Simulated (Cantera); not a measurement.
An adiabatic, constant-volume homogeneous reactor starts with H2 : O2 : N2 = 1 : 0.455 : 1.71 (molar parts), equivalence ratio 1.1, at 1723 K and 500000 Pa. Integrator tolerance rtol = 1e-08.

Model: GRI-Mech 3.0 (53 species, 325 reactions), integrated in Cantera. The hydrogen kinetics of GRI-Mech 3.0 are dated; newer H2 mechanisms differ, most at raised pressure. Above 3000 K some thermodynamic fits are extrapolated.

What does this change do: 0.15 parts H2O added?


```csv
quantity,before,after
time of steepest temperature rise,1.41 µs,1.49 µs
temperature at 0.200 s,3228 K,3162 K
equilibrium temperature,3228 K,3162 K
x(H2) at 0.200 s,0.0752 (gas-phase equilibrium 0.0752),0.0728 (gas-phase equilibrium 0.0728)
x(O2) at 0.200 s,0.0102 (gas-phase equilibrium 0.0102),0.0101 (gas-phase equilibrium 0.0101)
x(H) at 0.200 s,0.0287 (gas-phase equilibrium 0.0287),0.0238 (gas-phase equilibrium 0.0238)
x(H2O) at 0.200 s,0.241 (gas-phase equilibrium 0.241),0.280 (gas-phase equilibrium 0.280)
x(O) at 0.200 s,0.00815 (gas-phase equilibrium 0.00815),0.00673 (gas-phase equilibrium 0.00673)
x(NO) at 0.200 s,0.0118 (gas-phase equilibrium 0.0118),0.0107 (gas-phase equilibrium 0.0107)
x(NO2) at 0.200 s,3.77e-6 (gas-phase equilibrium 3.77e-6),3.53e-6 (gas-phase equilibrium 3.53e-6)
```

What does this change do: constant pressure in place of constant volume?


```tsv
quantity	before	after
time of steepest temperature rise	1.41 µs	1.43 µs
temperature at 0.200 s	3228 K	3080 K
equilibrium temperature	3228 K	3080 K
x(H2) at 0.200 s	0.0752 (gas-phase equilibrium 0.0752)	0.0696 (gas-phase equilibrium 0.0696)
x(O2) at 0.200 s	0.0102 (gas-phase equilibrium 0.0102)	0.00923 (gas-phase equilibrium 0.00923)
x(H) at 0.200 s	0.0287 (gas-phase equilibrium 0.0287)	0.0239 (gas-phase equilibrium 0.0239)
x(H2O) at 0.200 s	0.241 (gas-phase equilibrium 0.241)	0.255 (gas-phase equilibrium 0.255)
x(O) at 0.200 s	0.00815 (gas-phase equilibrium 0.00815)	0.00640 (gas-phase equilibrium 0.00640)
x(NO) at 0.200 s	0.0118 (gas-phase equilibrium 0.0118)	0.00961 (gas-phase equilibrium 0.00961)
x(NO2) at 0.200 s	3.77e-6 (gas-phase equilibrium 3.77e-6)	2.46e-6 (gas-phase equilibrium 2.46e-6)
```

What does this change do: pressure from 500000 Pa to 101000 Pa?


```json
[
 {"quantity": "time of steepest temperature rise", "before": "1.41 µs", "after": "6.78 µs"},
 {"quantity": "temperature at 0.200 s", "before": "3228 K", "after": "3040 K"},
 {"quantity": "equilibrium temperature", "before": "3228 K", "after": "3040 K"},
 {"quantity": "x(H2) at 0.200 s", "before": "0.0752 (gas-phase equilibrium 0.0752)", "after": "0.0791 (gas-phase equilibrium 0.0791)"},
 {"quantity": "x(O2) at 0.200 s", "before": "0.0102 (gas-phase equilibrium 0.0102)", "after": "0.0131 (gas-phase equilibrium 0.0131)"},
 {"quantity": "x(H) at 0.200 s", "before": "0.0287 (gas-phase equilibrium 0.0287)", "after": "0.0394 (gas-phase equilibrium 0.0394)"},
 {"quantity": "x(H2O) at 0.200 s", "before": "0.241 (gas-phase equilibrium 0.241)", "after": "0.226 (gas-phase equilibrium 0.226)"},
 {"quantity": "x(O) at 0.200 s", "before": "0.00815 (gas-phase equilibrium 0.00815)", "after": "0.0116 (gas-phase equilibrium 0.0116)"},
 {"quantity": "x(NO) at 0.200 s", "before": "0.0118 (gas-phase equilibrium 0.0118)", "after": "0.0108 (gas-phase equilibrium 0.0108)"},
 {"quantity": "x(NO2) at 0.200 s", "before": "3.77e-6 (gas-phase equilibrium 3.77e-6)", "after": "1.94e-6 (gas-phase equilibrium 1.94e-6)"}
]
```
